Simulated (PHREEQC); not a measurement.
Solution (64 °C): 0.0084 mol/kgw HCl, 0.00018 mol/kgw CaCl2 and 0.011 mol/kgw MnSO4. Closed to the air; pH follows from the charge balance.

Model: ion-association model, phreeqc.dat, run in PHREEQC.

Each row changes one thing in this solution. Precipitation was switched off in this run.

| case | pH | ionic strength (mol/kgw) |
|---|---|---|
| as made | 2.35 | 0.0338 |
| MnSO4 left out | 2.12 | 0.00894 |
| diluted 2-fold with water | 2.58 | 0.0184 |
| CaCl2 left out | 2.35 | 0.0333 |
| HCl from 0.0084 to 0.00756 mol/kgw | 2.40 | 0.0331 |

Species that the database lacks are ignored. Constants without temperature data keep their 25 °C values here.
